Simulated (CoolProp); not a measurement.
CF4 (R14) along the isotherm -40.95 °C: density (kg/m³) from the reference equation and from simpler models built on Tc = -45.8 °C, pc = 3762 kPa, ω = 0.178; each cubic takes its own stable root.

Values from CoolProp's reference Helmholtz-energy equation of state, Platzer 1990. This equation is an older, rougher fit; its heat capacities, sound speeds and derivatives of the liquid may be far off and weren't checked against measurements.

```
p (kPa)          phase  reference
-------  -------------  ---------
59.5               gas      2.726
122                gas      5.620
251                gas      11.69
515                gas      24.58
1060               gas      53.41
2170               gas      125.5
4460     supercritical      725.2
9160     supercritical       1093
18800    supercritical       1238
```

### Question
How far does each simpler model (van der Waals, Redlich-Kwong, Soave-Redlich-Kwong, Peng-Robinson) lie from the reference over these 9 states: mean and median of the absolute difference, and the worst?

### Answer
- van der Waals: mean 7.4 %, median 1.1 %, worst -23.8 % at -40.95 °C and 9160 kPa
- Redlich-Kwong: mean 2.0 %, median 0.1 %, worst -8.9 % at -40.95 °C and 4460 kPa
- Soave-Redlich-Kwong: mean 2.6 %, median 0.0 %, worst -13.2 % at -40.95 °C and 4460 kPa
- Peng-Robinson: mean 2.4 %, median 1.1 %, worst +8.6 % at -40.95 °C and 18800 kPa
